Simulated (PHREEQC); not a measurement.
Polishing slurry liquid (model solution)

Solution (25 °C): 1.9e-05 mol/kgw KOH, 0.003 mol/kgw Al(NO3)3 and 0.0013 mol/kgw CuSO4. Closed to the air; pH follows from the charge balance.

Equilibrium calculation in PHREEQC: ion-association model, phreeqc.dat.

This is a speciation only: nothing precipitates in the calculation.

Q: Predict the pH.

A: pH 3.99.

Q: In which forms is Al present?

A: Al+3 70 %, AlSO4+ 26 %, AlOH+2 4.1 % of the Al.

The solution is supersaturated, for example in Gibbsite (slow to form), so a real one may precipitate; this is no full list. Species that the database lacks are ignored.
